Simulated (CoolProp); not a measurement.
Propyne along the isobar 6.89 MPa: Z from the reference equation and from simpler models built on Tc = 402.7 K, pc = 5.658 MPa, ω = 0.204; each cubic takes its own stable root.

Computed with CoolProp (reference Helmholtz-energy equation of state, Polt 1992). This equation is an older, rougher fit; its heat capacities, sound speeds and derivatives of the liquid may be far off and weren't checked against measurements.

| T (K) | phase | reference |
|---|---|---|
| 320.9 | liquid | 0.1766 |
| 336.2 | liquid | 0.1761 |
| 351.6 | liquid | 0.1772 |
| 366.9 | liquid | 0.1804 |
| 382.2 | liquid | 0.1873 |
| 397.5 | liquid | 0.2030 |
| 412.8 | supercritical | 0.2784 |
| 428.1 | supercritical | 0.5194 |
| 443.4 | supercritical | 0.6192 |
| 458.7 | supercritical | 0.6805 |
| 474 | supercritical | 0.7244 |

Question: How far does each simpler model (van der Waals, Redlich-Kwong) lie from the reference over these 11 states: mean and median of the absolute difference, and the worst?

Answer: 
- van der Waals: mean 33.5 %, median 47.8 %, worst +57.7 % at 320.9 K and 6.89 MPa
- Redlich-Kwong: mean 10.9 %, median 13.1 %, worst +20.8 % at 397.5 K and 6.89 MPa
